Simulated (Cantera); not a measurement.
# Low-pressure radical oxidation in H2/O2

An isothermal, constant-pressure homogeneous reactor starts with H2 : O2 : N2 = 0.21 : 1 : 3.8 (molar parts), equivalence ratio 0.10, at 1400 K and 0.00306 atm.

Computed with Cantera and the H2/O2 subset of GRI-Mech 3.0, which has no nitrogen chemistry. Radical loss at walls, strong at low pressure, is not modelled. The temperature is held fixed by assumption; the heat of reaction is taken as removed at once.

| t (s) | x H2 | x O2 | x HO2 | x H | x OH | x O |
|---|---|---|---|---|---|---|
| 5.00e-6 | 0.0419 | 0.200 | 2.27e-10 | 2.26e-10 | 1.36e-12 | 1.36e-12 |
| 1.92e-5 | 0.0419 | 0.200 | 8.74e-10 | 8.55e-10 | 1.96e-11 | 1.98e-11 |
| 7.39e-5 | 0.0419 | 0.200 | 3.36e-9 | 3.12e-9 | 2.65e-10 | 2.72e-10 |
| 0.000284 | 0.0419 | 0.200 | 1.29e-8 | 1.08e-8 | 3.05e-9 | 3.33e-9 |
| 0.00109 | 0.0419 | 0.200 | 4.95e-8 | 5.91e-8 | 3.41e-8 | 4.16e-8 |
| 0.00420 | 0.0419 | 0.200 | 1.88e-7 | 5.84e-6 | 3.88e-6 | 4.89e-6 |
| 0.0161 | 0.00208 | 0.171 | 1.46e-7 | 0.0115 | 0.00398 | 0.0205 |
| 0.0620 | 0.00188 | 0.171 | 1.45e-7 | 0.0111 | 0.00384 | 0.0207 |
| 0.238 | 0.00181 | 0.172 | 1.45e-7 | 0.0104 | 0.00377 | 0.0196 |
| 0.916 | 0.00156 | 0.173 | 1.43e-7 | 0.00790 | 0.00352 | 0.0162 |
| 3.52 | 0.000868 | 0.177 | 1.29e-7 | 0.00298 | 0.00265 | 0.00830 |
| 13.5 | 0.000163 | 0.181 | 6.76e-8 | 0.000228 | 0.00116 | 0.00148 |
| 52.0 | 1.46e-5 | 0.182 | 1.52e-8 | 6.04e-6 | 0.000349 | 0.000131 |
| 200 | 1.85e-6 | 0.182 | 9.88e-9 | 2.70e-7 | 0.000124 | 1.65e-5 |
x: mole fraction; the columns are a selection and need not sum to one.

Equilibrium at this temperature and pressure: H2 8.18e-7, O2 0.182, HO2 1.25e-8, H 7.95e-8, OH 8.26e-5, O 7.31e-6 (gas phase only).
